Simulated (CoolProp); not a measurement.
n-octane along the isobar 37.6 bar: Z from the reference equation and from simpler models built on Tc = 295.6 °C, pc = 24.84 bar, ω = 0.398; each cubic takes its own stable root.

Computed with CoolProp (reference Helmholtz-energy equation of state, Beckmüller 2019).

| T (°C) | phase | reference |
|---|---|---|
| 41.95 | liquid | 0.2381 |
| 54.95 | liquid | 0.2322 |
| 67.85 | liquid | 0.2270 |
| 80.75 | liquid | 0.2222 |
| 93.75 | liquid | 0.2180 |
| 106.65 | liquid | 0.2142 |
| 119.55 | liquid | 0.2109 |
| 132.55 | liquid | 0.2081 |
| 145.45 | liquid | 0.2056 |
| 158.45 | liquid | 0.2037 |
| 171.35 | liquid | 0.2021 |
| 184.25 | liquid | 0.2011 |
| 197.25 | liquid | 0.2005 |
| 210.15 | liquid | 0.2005 |

### Question
How far does each simpler model (van der Waals, Redlich-Kwong) lie from the reference over these 14 states: mean and median of the absolute difference, and the worst?

### Answer
- van der Waals: mean 72.1 %, median 72.3 %, worst +76.2 % at 41.95 °C and 37.6 bar
- Redlich-Kwong: mean 21.3 %, median 20.9 %, worst +23.1 % at 210.15 °C and 37.6 bar
